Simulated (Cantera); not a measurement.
An isothermal, constant-pressure homogeneous reactor starts with 87.0 % NO, 13.0 % N2, at 1998 K and 0.133 bar.

Computed with Cantera and GRI-Mech 3.0 (53 species, 325 reactions).

x: mole fraction; the columns are a selection and need not sum to one.

```json
[
 {"t (s)": "1.00e-5", "x NO": "0.870", "x N2O": "1.15e-6", "x O": "1.15e-6", "x NO2": "7.60e-9", "x O2": "1.01e-9", "x N2": "0.130"},
 {"t (s)": "3.88e-5", "x NO": "0.870", "x N2O": "4.45e-6", "x O": "4.40e-6", "x NO2": "1.10e-7", "x O2": "1.50e-8", "x N2": "0.130"},
 {"t (s)": "0.000151", "x NO": "0.870", "x N2O": "1.70e-5", "x O": "1.63e-5", "x NO2": "1.49e-6", "x O2": "2.22e-7", "x N2": "0.130"},
 {"t (s)": "0.000585", "x NO": "0.869", "x N2O": "…", "x O": "…", "x NO2": "…", "x O2": "…", "x N2": "0.130"},
 {"t (s)": "0.00227", "x NO": "0.869", "x N2O": "…", "x O": "…", "x NO2": "…", "x O2": "…", "x N2": "0.131"},
 {"t (s)": "0.00881", "x NO": "0.867", "x N2O": "0.000306", "x O": "0.000262", "x NO2": "0.000122", "x O2": "0.000949", "x N2": "0.131"},
 {"t (s)": "0.0342", "x NO": "0.859", "x N2O": "0.000309", "x O": "0.000290", "x NO2": "0.000139", "x O2": "0.00488", "x N2": "0.135"},
 {"t (s)": "0.133", "x NO": "0.828", "x N2O": "0.000278", "x O": "0.000369", "x NO2": "0.000187", "x O2": "0.0204", "x N2": "0.151"},
 {"t (s)": "0.515", "x NO": "0.709", "x N2O": "0.000190", "x O": "0.000574", "x NO2": "0.000278", "x O2": "0.0797", "x N2": "0.210"},
 {"t (s)": "2.00", "x NO": "0.370", "x N2O": "4.61e-5", "x O": "0.000927", "x NO2": "0.000253", "x O2": "0.249", "x N2": "0.380"}
]
```

**Question.** What belongs in the gaps?

**Answer.** 
- 0.000585, x N2O: 6.14e-5
- 0.000585, x O: 5.69e-5
- 0.000585, x NO2: 1.55e-5
- 0.000585, x O2: 3.55e-6
- 0.00227, x N2O: 0.000182
- 0.00227, x O: 0.000177
- 0.00227, x NO2: 8.00e-5
- 0.00227, x O2: 7.92e-5
